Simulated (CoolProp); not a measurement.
Vapour pressure (kPa) of ethylbenzene: the reference equation beside estimates from Tc = 617.1 K, pc = 3622 kPa, ω = 0.304.

Computed with CoolProp (reference Helmholtz-energy equation of state, Zhou 2012).

| T (K) | reference | van der Waals | Peng-Robinson |
|---|---|---|---|
| 445.1 | 242.2 | 844.4 | 242.0 |
| 456.9 | 312.0 | 960.8 | 311.9 |
| 468.7 | 396.1 | 1087 | 396.3 |
| 480.5 | 496.3 | 1224 | 497.2 |
| 492.3 | 614.6 | 1371 | 616.6 |
| 504 | 751.5 | 1527 | 755.4 |
| 515.8 | 911.6 | 1695 | 918.0 |
| 527.6 | 1096 | 1875 | 1106 |
| 539.4 | 1307 | 2066 | 1321 |
| 551.2 | 1547 | 2269 | 1566 |
| 563 | 1820 | 2483 | 1844 |
| 574.8 | 2128 | 2709 | 2158 |

Absolute difference from the reference over all 12 rows, mean and median: van der Waals 110.8 and 94.6 %, Peng-Robinson 0.7 and 0.6 %.
